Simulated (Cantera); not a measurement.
An isothermal, constant-pressure homogeneous reactor starts with H2 : O2 = 0.024 : 1 (molar parts), at 975 K and 20.0 Torr.

Model: GRI-Mech 3.0 (53 species, 325 reactions), integrated in Cantera. Radical loss at walls, strong at low pressure, is not modelled.

One state of this run: x H2 = 6.11e-7; x O2 = 0.976; x H2O = 0.0237; x O = 1.54e-5; x H = 1.08e-7; x HO2 = 2.53e-7. x: mole fraction; the columns are a selection and need not sum to one.

**Question.** Which value of t (s) does it belong to?
A) 0.0979
B) 2.88e-5
C) 9.19e-5
D) 0.313

**Answer.** D, 0.313
